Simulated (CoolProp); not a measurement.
Vapour-liquid equilibrium of cyclohexane (1) + m-xylene (2) at 0.793 MPa; x and y are mole fractions of (1).

Values from CoolProp's multi-fluid Helmholtz-energy mixture model, Zhou 2014 and Zhou 2012; pair parameters Bell 2016.

| x | bubble temperature (K) | y at the bubble point | dew temperature at overall composition x (K) | liquid density (mol/L) |
|---|---|---|---|---|
| 0.05 | [?] | 0.122 | [?] | 6.150 |
| 0.2 | 488.2 | 0.408 | 499.9 | 6.387 |
| 0.35 | 475.6 | 0.601 | 491.6 | 6.594 |
| 0.5 | 465.5 | [?] | 482.4 | 6.781 |
| 0.65 | 457.2 | 0.832 | 472.0 | 6.956 |
| 0.8 | 450.2 | 0.911 | 460.0 | 7.130 |
| 0.95 | 444.0 | 0.979 | [?] | 7.309 |

Problem. Fill in the missing entries.

Solution. 
- 0.05, bubble temperature (K): 503.8
- 0.05, dew temperature at overall composition x (K): 507.4
- 0.5, y at the bubble point: 0.734
- 0.95, dew temperature at overall composition x (K): 446.6

No azeotrope shows between x = 0.05 and 0.95.

The pair parameters rest on a limited set of measurements; away from them the model extrapolates.
